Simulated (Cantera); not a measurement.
Input: 1 mol NiS, 1600 mol H2, 0.57 mol N2, held at 44.0 Pa.

Equilibrium computed with Cantera from the NASA thermochemical tables; the gas is ideal and each condensed phase is pure. Candidate condensed phases: Ni, NiS, NiS2, Ni3S2, Ni3S4, S; 17 gas species. Rates play no part.

log p: log10 of the partial pressure in bar; n: condensed amount in mol.

| T (°C) | log p H2 | log p H | log p H2S | log p Ni | log p S | log p N2 | n Ni(s) |
|---|---|---|---|---|---|---|---|
| 575 | -3.36 | -12.40 | -6.56 | <-15 | <-15 | -6.80 | 1.00 |
| 675 | -3.36 | -10.96 | -6.56 | <-15 | -14.37 | -6.80 | 1.00 |
| 775 | -3.36 | -9.79 | -6.56 | -13.65 | -12.77 | -6.80 | 1.00 |
| 875 | -3.36 | -8.82 | -6.56 | -11.80 | -11.44 | -6.80 | 1.000 |
| 975 | -3.36 | -8.01 | -6.57 | -10.26 | -10.33 | -6.80 | 1.000 |
| 1075 | -3.36 | -7.31 | -6.60 | -8.94 | -9.40 | -6.80 | 0.996 |
| 1175 | -3.36 | … | … | … | … | -6.81 | 0.942 |
| 1275 | -3.36 | -6.19 | -6.77 | -6.83 | -8.03 | -6.81 | 0.456 |
| 1375 | -3.36 | -5.73 | -6.92 | -6.57 | -7.55 | -6.81 | 0 |
| 1475 | -3.36 | … | … | -6.57 | … | -6.81 | 0 |
| 1575 | -3.37 | -4.96 | -7.40 | -6.57 | -6.97 | -6.81 | 0 |
| 1675 | -3.38 | -4.64 | -7.72 | -6.57 | -6.82 | -6.82 | 0 |
| 1775 | -3.40 | -4.35 | -8.06 | -6.58 | -6.74 | -6.83 | 0 |

Fill in the missing entries.


- 1175, log p H: -6.71
- 1175, log p H2S: -6.66
- 1175, log p Ni: -7.82
- 1175, log p S: -8.64
- 1475, log p H: -5.32
- 1475, log p H2S: -7.14
- 1475, log p S: -7.20
